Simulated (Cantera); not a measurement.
**Transport properties of process gases**

Gas mixture: N2 : C2H4 : CH3OH : C3H8 = 0.56 : 0.67 : 0.77 : 0.46 (molar parts), at 13000 Pa, frozen composition.

Cantera's kinetic-theory transport with the Lennard-Jones parameters of GRI-Mech 3.0, ideal gas; thermal conductivity in the mixture-averaged form. Polar gases are described roughly by these parameters. The composition is frozen, though it would react at the higher temperatures.

```json
[
 {"T (K)": "400", "ρ (kg/m³)": "0.126", "cp (J/kg/K)": "1694", "μ (µPa s)": "14.0", "λ (mW/m/K)": "31.1", "Pr": "0.764", "D (cm²/s) H2": "7.93", "D (cm²/s) CH3": "2.22", "D (cm²/s) NH3": "2.11"},
 {"T (K)": "550", "ρ (kg/m³)": "0.0918", "cp (J/kg/K)": "2089", "μ (µPa s)": "18.6", "λ (mW/m/K)": "49.5", "Pr": "0.787", "D (cm²/s) H2": "13.7", "D (cm²/s) CH3": "3.95", "D (cm²/s) NH3": "3.91"},
 {"T (K)": "700", "ρ (kg/m³)": "0.0721", "cp (J/kg/K)": "2421", "μ (µPa s)": "22.8", "λ (mW/m/K)": "68.7", "Pr": "0.804", "D (cm²/s) H2": "20.6", "D (cm²/s) CH3": "6.06", "D (cm²/s) NH3": "6.15"},
 {"T (K)": "850", "ρ (kg/m³)": "0.0594", "cp (J/kg/K)": "2679", "μ (µPa s)": "26.6", "λ (mW/m/K)": "87.7", "Pr": "0.813", "D (cm²/s) H2": "28.6", "D (cm²/s) CH3": "8.49", "D (cm²/s) NH3": "8.79"},
 {"T (K)": "1000", "ρ (kg/m³)": "0.0505", "cp (J/kg/K)": "2905", "μ (µPa s)": "30.2", "λ (mW/m/K)": "106", "Pr": "0.825", "D (cm²/s) H2": "37.5", "D (cm²/s) CH3": "11.2", "D (cm²/s) NH3": "11.8"},
 {"T (K)": "1150", "ρ (kg/m³)": "0.0439", "cp (J/kg/K)": "3075", "μ (µPa s)": "33.4", "λ (mW/m/K)": "124", "Pr": "0.828", "D (cm²/s) H2": "47.3", "D (cm²/s) CH3": "14.2", "D (cm²/s) NH3": "15.1"},
 {"T (K)": "1300", "ρ (kg/m³)": "0.0388", "cp (J/kg/K)": "3220", "μ (µPa s)": "36.5", "λ (mW/m/K)": "141", "Pr": "0.832", "D (cm²/s) H2": "58.0", "D (cm²/s) CH3": "17.5", "D (cm²/s) NH3": "18.7"}
]
```
D: mixture-averaged diffusion coefficient of that species in the mixture.
